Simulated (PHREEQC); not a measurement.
A column of 0.2 m (30 cells, dispersivity 0.016 m, 3600 s a shift, diffusion coefficient 3e-10 m²/s) holds 0.0037 eq of the database's cation exchanger X per kg of pore water, first in equilibrium with 0.012 mol/kgw KBr and 1e-05 mol/kgw HCl. It is flushed with 2.1 mmol/kgw MgSO4 and 0.01 mmol/kgw HCl, at 25 °C. Values are for the last cell. No CO2 enters from the air. Nothing may precipitate in this run.

The series has 31 steps of pore volumes, from 0 to 4.017.

The numbers come from PHREEQC with the ion-association model, phreeqc.dat.

Problem. After how many pore volumes does S at the outlet first reach half of its feed value?

Solution. By 0.95 pore volumes.

Problem. After how many pore volumes does Mg at the outlet first reach half of its feed value?

Solution. By 1.9 pore volumes.

Complexes and solids missing from the database can't appear.
